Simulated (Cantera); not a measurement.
A closed system holds: 1 mol SiH₄, 0.58 mol Cl₂, 4.1 mol H₂, equilibrated at 1227 °C and 1 atm.

Method: chemical equilibrium by Gibbs-energy minimisation in Cantera with the NASA 1993 tables (ideal gas, pure condensed phases). Candidate condensed phases: Si; 19 gas species. The tables' values for SiCl₃ are old estimates; treat these amounts as uncertain. Equilibrium is a limit: real reactors are often held back by kinetics, nucleation or transport.

Base state: H₂ 0.880, HCl 0.0819, SiCl₂ 0.0245, SiCl₃ 0.00535, SiHCl₃ 0.00414, SiCl₄ 0.00372, SiH₂Cl₂ 0.000733, SiH₃Cl 3.81e-5 (mole fractions); condensed: Si(s).

### Question
What changes in the equilibrium state with this change: Cl₂ from 0.58 to 0.5 mol?

### Answer
```
species       before     after
----------  --------  --------
H₂             0.880     0.892
HCl           0.0819    0.0762
SiCl₂         0.0245    0.0209
SiCl₄        0.00372   0.00272
SiCl₃        0.00535   0.00423
SiHCl₃       0.00414   0.00330
SiH₂Cl₂     0.000733  0.000635
Si(s), mol     0.746     0.792
```

### Question
What changes in the equilibrium state with this change: H₂ from 4.1 to 970 mol?

### Answer
```tsv
species	before	after
H₂	0.880	0.999
HCl	0.0819	0.00118
H	1.64e-5	1.75e-5
SiCl₂	0.0245	4.50e-6
SiCl₄	0.00372	<1e-9
SiCl₃	0.00535	1.33e-8
SiHCl₃	0.00414	1.10e-8
Si(s), mol	0.746	0.992
```
